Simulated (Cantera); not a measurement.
Thermodynamics of boron, boron nitride and boron oxide, feed B2O3 + H2

Feed: 1 mol B2O3, 3.6 mol H2, at 39.0 mbar.

These are equilibrium values from Cantera (NASA tables, ideal gas, pure condensed phases), not measurements of a reactor. Candidate condensed phases: B, B2O3, B3O3H3, H2O; 23 gas species. The numbers say what is thermodynamically allowed, not how fast it happens.

| T (°C) | log p H2 | log p B2O3 | log p HBO2 | log p HBO | log p BO | log p H | log p H2O | log p B2O2 |
|---|---|---|---|---|---|---|---|---|
| 1677 | -1.56 | -2.29 | -2.51 | -2.66 | -3.64 | -3.72 | -3.74 | -3.29 |
| 1727 | -1.57 | -2.30 | -2.50 | -2.64 | -3.49 | -3.57 | -3.67 | -3.29 |
| 1777 | -1.57 | -2.31 | -2.48 | -2.63 | -3.35 | -3.43 | -3.60 | -3.29 |
| 1827 | -1.57 | -2.33 | -2.47 | -2.63 | -3.22 | -3.29 | -3.53 | -3.30 |
| 1877 | -1.58 | -2.34 | -2.46 | -2.62 | -3.10 | -3.16 | -3.47 | -3.32 |
| 1927 | -1.59 | -2.36 | -2.45 | -2.62 | -2.99 | -3.04 | -3.40 | -3.34 |
| 1977 | -1.59 | -2.38 | -2.45 | -2.62 | -2.89 | -2.93 | -3.34 | -3.36 |
| 2027 | -1.60 | -2.41 | -2.44 | -2.63 | -2.79 | -2.82 | -3.27 | -3.39 |
| 2077 | -1.61 | -2.43 | -2.43 | -2.64 | -2.71 | -2.71 | -3.21 | -3.43 |
log p: log10 of the partial pressure in bar; nothing condenses.

From 1677 °C to 2077 °C nothing is condensed. The main B-bearing gas is B2O3 throughout.
